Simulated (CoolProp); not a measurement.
R1336mzz(Z) along the isobar 13.1 MPa: density (kg/m³) from the reference equation and from simpler models built on Tc = 444.5 K, pc = 2.904 MPa, ω = 0.386; each cubic takes its own stable root.

Model: reference Helmholtz-energy equation of state, McLinden 2020, in CoolProp.

```
T (K)          phase  reference
-----  -------------  ---------
318.2         liquid       1358
331.2         liquid       1328
344.1         liquid       1298
357.1         liquid       1266
370.1         liquid       1234
383.1         liquid       1201
396.1         liquid       1168
409.1         liquid       1133
422.1         liquid       1097
435.1         liquid       1060
448    supercritical       1021
461    supercritical      981.2
474    supercritical      939.8
487    supercritical      897.2
500    supercritical      853.6
```

Problem. How far does each simpler model (Soave-Redlich-Kwong, Peng-Robinson) lie from the reference over these 15 states: mean and median of the absolute difference, and the worst?

Solution. 
- Soave-Redlich-Kwong: mean 13.3 %, median 13.1 %, worst -14.0 % at 500 K and 13.1 MPa
- Peng-Robinson: mean 3.2 %, median 2.6 %, worst -5.7 % at 500 K and 13.1 MPa
